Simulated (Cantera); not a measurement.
Feed: 1 mol Si, 0.019 mol N2O, a varied amount of N2, at 2.30e-5 bar.

Equilibrium computed with Cantera from the NASA thermochemical tables; the gas is ideal and each condensed phase is pure. Candidate condensed phases: Si, SiO2, Si2N2O, Si3N4; 16 gas species. Mutual solubility and eutectic melting of coexisting phases are not modelled. Equilibrium is a limit: real reactors are often held back by kinetics, nucleation or transport.

Stable condensed phases, one row left out:

```
T in K \ n(N2) in mol
         8.4  10  12  14  16  19  23  27  32  38
   1848    A   A   A   A   A   A   A   A   A   A
   1798    A   A   A   A   A   A   A   A   A   A
   1698    B   B   B   B   B   B   B   B   B   A
   1648    B   B   B   B   B   B   B   B   B   B
   1598    B   B   B   B   B   B   B   B   B   B
   1548    B   B   B   B   B   B   B   B   B   B
   1498    B   B   B   B   B   B   B   B   B   B
   1448    C   C   C   C   C   C   C   C   C   C
   1398    D   D   D   C   C   C   C   C   C   C
   1348    D   D   D   D   D   D   D   D   D   D
```

A: gas only; B: Si; C: Si3N4; D: Si2N2O + Si3N4.

Q: Give the row for 1748 K.

A: 8.4: Si; 10: Si; 12: Si; 14: Si; 16: gas only; 19: gas only; 23: gas only; 27: gas only; 32: gas only; 38: gas only.
